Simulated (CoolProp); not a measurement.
Properties of carbon monoxide at several states.

Model: reference Helmholtz-energy equation of state, Lemmon 2006, in CoolProp. It is a short technical equation, of lower accuracy than the large ones.

```
T (°C)  p (MPa)  phase  cp (kJ/(kg K))  Joule-Thomson coefficient (K/MPa)
------  -------  -----  --------------  ---------------------------------
105.85     1.62    gas           1.062                              1.363
-96.55     0.14    gas           1.048                              6.549
205.65     2.75    gas           1.076                             0.5756
```
